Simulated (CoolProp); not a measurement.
Properties of R1233zd(E) at several states (Tc = 165.7 °C, pc = 3583 kPa, ω = 0.304).

Model: reference Helmholtz-energy equation of state, Akasaka 2022, in CoolProp.

| T (°C) | p (kPa) | phase | speed of sound (m/s) | Joule-Thomson coefficient (K/MPa) |
|---|---|---|---|---|
| 12.35 | 7000 | liquid | 784.0 | -0.3514 |
| 160.75 | 79.3 | gas | 170.9 | 10.25 |
| 155.95 | 1070 | gas | 152.8 | 12.25 |
